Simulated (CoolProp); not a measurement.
A closed Brayton cycle with carbon dioxide: compressor inlet 313.15 K and 9 MPa, high pressure 20.6 MPa, turbine inlet 625 K, compressor efficiency 0.89, turbine efficiency 0.9, recuperator effectiveness 0.8 (on enthalpy, no pinch check). Each further row changes one setting.

Model: reference Helmholtz-energy equation of state, Span 1996, in CoolProp.

| case | thermal efficiency (%) | net work (kJ/kg) | compressor to turbine work | compressor exit (K) | turbine exit (K) |
|---|---|---|---|---|---|
| as stated | … | 55.9 | 0.29 | 350.5 | 539.2 |
| turbine inlet 575 K | 21.9 | 47.4 | … | 350.5 | 492.4 |
| compressor inlet 323.15 K | … | … | 0.44 | … | 539.2 |
| high pressure 17.5 MPa | 21.5 | 47.3 | 0.27 | 343.0 | 555.9 |
| recuperator effectiveness 0.5 | … | 55.9 | 0.29 | 350.5 | 539.2 |

Complete the blanks.


- as stated, thermal efficiency (%): 23.7
- turbine inlet 575 K, compressor to turbine work: 0.33
- compressor inlet 323.15 K, thermal efficiency (%): 22.5
- compressor inlet 323.15 K, net work (kJ/kg): 43.9
- compressor inlet 323.15 K, compressor exit (K): 384.7
- recuperator effectiveness 0.5, thermal efficiency (%): 18.2
